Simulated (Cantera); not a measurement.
An adiabatic, constant-volume homogeneous reactor starts with CH4 : CO : O2 : N2 = 1 : 0.93 : 1.3 : 5.06 (molar parts), at 1175 K and 750 Torr. Integrator tolerance rtol = 1e-08.

Model: GRI-Mech 3.0 (53 species, 325 reactions), integrated in Cantera.

Q: What does this change do: pressure from 750 Torr to 4050 Torr?

A: 
```json
[
 {"quantity": "time of steepest temperature rise", "before": "0.155 s", "after": "36.0 ms"},
 {"quantity": "temperature at 0.800 s", "before": "2674 K", "after": "2727 K"},
 {"quantity": "equilibrium temperature", "before": "2674 K", "after": "2727 K"},
 {"quantity": "x(CH4) at 0.800 s", "before": "7.72e-12 (gas-phase equilibrium 8.73e-12)", "after": "1.98e-10 (gas-phase equilibrium 2.21e-10)"},
 {"quantity": "x(CO) at 0.800 s", "before": "0.172 (gas-phase equilibrium 0.172)", "after": "0.173 (gas-phase equilibrium 0.173)"},
 {"quantity": "x(O2) at 0.800 s", "before": "0.000172 (gas-phase equilibrium 0.000172)", "after": "5.02e-5 (gas-phase equilibrium 5.02e-5)"},
 {"quantity": "x(H2O) at 0.800 s", "before": "0.131 (gas-phase equilibrium 0.131)", "after": "0.134 (gas-phase equilibrium 0.134)"},
 {"quantity": "x(C2H4) at 0.800 s", "before": "<1e-12 (gas-phase equilibrium <1e-12)", "after": "<1e-12 (gas-phase equilibrium <1e-12)"},
 {"quantity": "x(CH2) at 0.800 s", "before": "3.10e-12 (gas-phase equilibrium 3.31e-12)", "after": "2.09e-11 (gas-phase equilibrium 2.26e-11)"},
 {"quantity": "x(NO2) at 0.800 s", "before": "2.50e-8 (gas-phase equilibrium 2.50e-8)", "after": "1.77e-8 (gas-phase equilibrium 1.77e-8)"}
]
```

Q: What does this change do: N2 5.06 to 10 parts?

A: 
```
quantity                                                              before                                      after
---------------------------------  -----------------------------------------  -----------------------------------------
time of steepest temperature rise                                    0.155 s                                    0.288 s
temperature at 0.800 s                                                2674 K                                     2263 K
equilibrium temperature                                               2674 K                                     2263 K
x(CH4) at 0.800 s                  7.72e-12 (gas-phase equilibrium 8.73e-12)  9.60e-12 (gas-phase equilibrium 1.07e-11)
x(CO) at 0.800 s                         0.172 (gas-phase equilibrium 0.172)        0.109 (gas-phase equilibrium 0.109)
x(O2) at 0.800 s                   0.000172 (gas-phase equilibrium 0.000172)    3.05e-6 (gas-phase equilibrium 3.05e-6)
x(H2O) at 0.800 s                        0.131 (gas-phase equilibrium 0.131)      0.0850 (gas-phase equilibrium 0.0850)
x(C2H4) at 0.800 s                     <1e-12 (gas-phase equilibrium <1e-12)      <1e-12 (gas-phase equilibrium <1e-12)
x(CH2) at 0.800 s                  3.10e-12 (gas-phase equilibrium 3.31e-12)      <1e-12 (gas-phase equilibrium <1e-12)
x(NO2) at 0.800 s                    2.50e-8 (gas-phase equilibrium 2.50e-8)  3.36e-10 (gas-phase equilibrium 3.36e-10)
```
